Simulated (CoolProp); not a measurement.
Values from CoolProp's reference Helmholtz-energy equation of state, Lemmon 2013.

Q: For propylene, give the phase and the density (kg/m³), cp (kJ/(kg K)), cv (kJ/(kg K)), speed of sound (m/s) at 470 K and 12100 kPa; 471.3 K and 2150 kPa; 358.2 K and 19200 kPa.

A: 
- 470 K and 12100 kPa: supercritical; density 199, cp 3.22, cv 2.08, speed of sound 283
- 471.3 K and 2150 kPa: gas; density 24.8, cp 2.27, cv 1.99, speed of sound 303
- 358.2 K and 19200 kPa: liquid; density 472, cp 2.67, cv 1.73, speed of sound 685
